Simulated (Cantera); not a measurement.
A closed system holds: 1 mol SiO2, 1 mol C, 1.3 mol N2, equilibrated at 2002 °C and 13.3 mbar.

These are equilibrium values from Cantera (NASA tables, ideal gas, pure condensed phases), not measurements of a reactor. Candidate condensed phases: C, Si, SiC, SiO2, Si2N2O, Si3N4; 34 gas species. Equilibrium is a limit: real reactors are often held back by kinetics, nucleation or transport.

Base state: N2 0.394, CO 0.303, SiO 0.303, Si 6.89e-5, CO2 6.66e-5 (mole fractions); condensed: gas only.

Q: What changes in the equilibrium state with this change: temperature from 2002 °C to 550 °C?

A: 
```
species               before    after
-------------------  -------  -------
N2                     0.394    1.000
CO                     0.303  6.69e-5
CO2                  6.66e-5  2.84e-9
SiO                    0.303    <1e-9
Si                   6.89e-5    <1e-9
C(graphite), mol           0    1.000
SiO2(α-quartz), mol        0    1.000
```
N2 is the only nitrogen source here; it is nearly inert below about 1500 K, so the nitride shown seldom forms there in practice.

Q: What changes in the equilibrium state with this change: temperature from 2002 °C to 925 °C?

A: 
```csv
species,before,after
N2,0.394,0.788
CO,0.303,0.212
CO2,6.66e-5,1.16e-5
SiO,0.303,2.87e-8
Si,6.89e-5,<1e-9
"C(graphite), mol",0,0.680
"SiO2(β-quartz), mol",0,0.786
"Si2N2O(s), mol",0,0.107
```
N2 is the only nitrogen source here; it is nearly inert below about 1500 K, so the nitride shown seldom forms there in practice. Mutual solubility and eutectic melting of coexisting phases are not modelled. The tables hold silica as quartz up to 1696 K and as liquid above; real silica turns to tridymite and cristobalite and melts near 1996 K.
